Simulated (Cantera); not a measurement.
# Ignition delay

Mixture: C3H8 : O2 : N2 = 0.48 : 7.14 : 26.9 (molar parts), equivalence ratio 0.34, at 38.5 atm, adiabatic and at constant volume. Ignition delay is the time to a rise of 400 K.

Computed with Cantera and GRI-Mech 3.0 (53 species, 325 reactions). GRI-Mech 3.0 was tuned for natural gas; its chemistry of propane as a main component is partial and can be far from experiment. The pressure lies above the range GRI-Mech 3.0 was tuned for (to about 10 atm).

| T0 (K) | delay (ms) |
|---|---|
| 1073 | 3.92 |
| 1123 | 1.68 |
| 1173 | 0.749 |
| 1223 | 0.347 |
| 1273 | 0.166 |
| 1323 | 0.0824 |
| 1373 | 0.0426 |
| 1423 | 0.0230 |

| Quantity | Result |
|---|---|
| apparent activation energy between 1323 and 1423 K | 200 kJ/mol |
